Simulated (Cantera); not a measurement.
What does this Cantera script print?

```python
import numpy as np
import cantera as ct

gas_names = """
    CL CL2 H HCL H2 Si SiCL SiCL2 SiCL3 SiCL4 SiH SiHCL3 SiH2 SiH2CL2 SiH3 SiH3CL SiH4 Si2 Si3
""".split()
cond_names = """
    Si(cr) Si(L)
""".split()


# ... load() reads the species with a 1 bar reference pressure and builds the phases ...
atoms = {
    'SiH4': {'Si': 1, 'H': 4},
    'HCl': {'H': 1, 'CL': 1},
    'H2': {'H': 2},
}
top_T = {}  # K; cautious upper limits of use, not melting points


# ... equilibrate(T, P, feed) seeds the gas with the atoms and calls Mixture.equilibrate('TP', solver="vcs", rtol=1e-11, max_steps=5000) ...
results = []
feed = {'SiH4': 1, 'HCl': 2.5, 'H2': 10}  # mol
T = 1448.15  # K
P = 500  # Pa
mix = equilibrate(T, P, feed)
results.append((T, P, feed, dict(zip(mix.species_names, mix.species_moles))))
x = sorted(zip(gas.X, gas.species_names), reverse=True)
print(f"T = {T:g} K  P = {P:g} Pa  gas = {mix.phase_moles(0):.4g} mol")
print("   x: " + "  ".join(f"{s} {v:.3e}" for v, s in x if v > 0.0001))
print("   condensed (mol): " + ("  ".join(f"{mix.phase(i).name} {mix.phase_moles(i):.4g}"
      for i in range(1, mix.n_phases) if mix.phase_moles(i) > 1e-12) or "none"))
```

Output:

```
T = 1448.15 K  P = 500 Pa  gas = 14.49 mol
   x: H2 8.646e-01  HCL 9.913e-02  SiCL2 3.500e-02  SiCL3 9.289e-04  H 1.214e-04
   condensed (mol): Si(cr) 0.4768
```

Equilibrium computed with Cantera from the NASA thermochemical tables; the gas is ideal and each condensed phase is pure. The tables' values for SiCl3 are old estimates; treat these amounts as uncertain.
